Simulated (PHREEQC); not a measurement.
## Buffer

Solution (25 °C): 0.031 mol KHCO3, 0.004 mol Na2SO4, 0.0011 mol NaCl and 0.002 mol Na2CO3 per kg of water. Closed to the air; pH follows from the charge balance.

All values are PHREEQC results (ion-association model, wateq4f.dat), not measurements.

```json
{
  "pH": "8.87",
  "ionic_strength": "0.0487 mol/kgw",
  "total_alkalinity": "35.0 meq/kg"
}
```

| species | molality | activity | log γ |
|---|---|---|---|
| HCO3- | 0.0307 | 0.0255 | -0.081 |
| K+ | 0.0307 | 0.0250 | -0.089 |
| Na+ | 0.0126 | 0.0104 | -0.084 |
| SO4-2 | 0.00355 | 0.00165 | -0.332 |
| CO3-2 | 0.00186 | 0.000883 | -0.324 |
| Cl- | 0.00110 | 0.000896 | -0.089 |
| KSO4- | 0.000349 | 0.000289 | -0.081 |
| NaCO3- | 0.000207 | 0.000172 | -0.081 |
| NaHCO3 | 0.000148 | 0.000150 | 0.005 |
| NaSO4- | 0.000104 | 8.62e-5 | -0.081 |
| CO2 | 7.68e-5 | 7.77e-5 | 0.005 |

This is a speciation only: nothing precipitates in the calculation.
